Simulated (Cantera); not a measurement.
A perfectly stirred reactor is fed with 92.1 % NH3, 7.92 % H2, at 42000 Pa; it is held at 2000 K, and followed from long to short residence time.

Cantera simulation using the gas-phase N/H chemistry of the illustrative SiF4/NH3 mechanism in the Surface Chemkin manual (1991); the numbers are that mechanism's predictions, not measurements. Walls and surfaces, which speed up NH3 decomposition in real reactors, are not modelled.

Task: Predict: x(NH3) at τ = 0.440 s; x(H2) at τ = 0.440 s; x(NH) at τ = 0.440 s; x(N) at τ = 0.440 s; x(N2H4) at τ = 0.440 s; x(NH3) at τ = 27.0 ms; x(H2) at τ = 27.0 ms; x(NH) at τ = 27.0 ms; x(N) at τ = 27.0 ms; x(N2H4) at τ = 27.0 ms.

Result: 
* **x(NH3) at τ = 0.440 s**: 0.113
* **x(H2) at τ = 0.440 s**: 0.676
* **x(NH) at τ = 0.440 s**: 8.57e-6
* **x(N) at τ = 0.440 s**: 7.78e-7
* **x(N2H4) at τ = 0.440 s**: 1.68e-8
* **x(NH3) at τ = 27.0 ms**: 0.626
* **x(H2) at τ = 27.0 ms**: 0.297
* **x(NH) at τ = 27.0 ms**: 1.34e-5
* **x(N) at τ = 27.0 ms**: 5.82e-7
* **x(N2H4) at τ = 27.0 ms**: 1.67e-7
